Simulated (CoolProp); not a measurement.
Model: reference Helmholtz-energy equation of state, Thol 2017, in CoolProp.

**Question.** Give the vapour pressure (bar), liquid density (kg/m³), vapour density (kg/m³), enthalpy of vaporisation (kJ/kg) of saturated octamethyltrisiloxane (MDM) at 446.7 K.

**Answer.** 
| T (K) | p (bar) | liquid density (kg/m³) | vapour density (kg/m³) | enthalpy of vaporisation (kJ/kg) |
|---|---|---|---|---|
| 446.7 | 1.70 | 648 | 12.2 | 143 |
